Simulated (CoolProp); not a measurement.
The numbers come from the reference Helmholtz-energy equation of state, Lemmon 2006 in CoolProp. It is a short technical equation, of lower accuracy than the large ones.

Q: For toluene, give the phase and the cp (kJ/(kg K)), cv (kJ/(kg K)), expansivity (1/kK), viscosity (µPa s) at 620 K and 0.851 MPa.

A: 
- 620 K and 0.851 MPa: gas; cp 2.23, cv 2.11, expansivity 2.03, viscosity 14.3

Viscosity comes from a separate model (Avgeri 2015).
